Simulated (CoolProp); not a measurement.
Properties of dodecamethylpentasiloxane (MD3M) along the isobar 1.01 bar.

Computed with CoolProp (reference Helmholtz-energy equation of state, Thol 2019).

| T (°C) | phase | density (kg/m³) | Joule-Thomson coefficient (K/MPa) | isothermal compressibility (1/MPa) | fugacity coefficient |
|---|---|---|---|---|---|
| 232.05 | gas | 10.34 | 28.26 | 11.21 | 0.9049 |
| 240.85 | gas | 10.07 | 25.93 | 11.08 | 0.9115 |
| 249.65 | gas | 9.823 | 23.88 | 10.97 | 0.9176 |
| 258.55 | gas | 9.588 | 22.05 | 10.87 | 0.9232 |
| 267.35 | gas | 9.371 | 20.44 | 10.79 | 0.9283 |
| 276.15 | gas | 9.167 | 19.00 | 10.72 | 0.9329 |
| 285.05 | gas | 8.973 | 17.70 | 10.65 | 0.9372 |
| 293.85 | gas | 8.791 | 16.54 | 10.59 | 0.9412 |
| 302.65 | gas | 8.619 | 15.49 | 10.54 | 0.9448 |
| 311.55 | gas | 8.454 | 14.53 | 10.49 | 0.9482 |
| 320.35 | gas | 8.299 | 13.67 | 10.45 | 0.9513 |
| 329.15 | gas | 8.150 | 12.88 | 10.41 | 0.9542 |
| 338.05 | gas | 8.007 | 12.15 | 10.38 | 0.9569 |
| 346.85 | gas | 7.871 | 11.49 | 10.35 | 0.9594 |
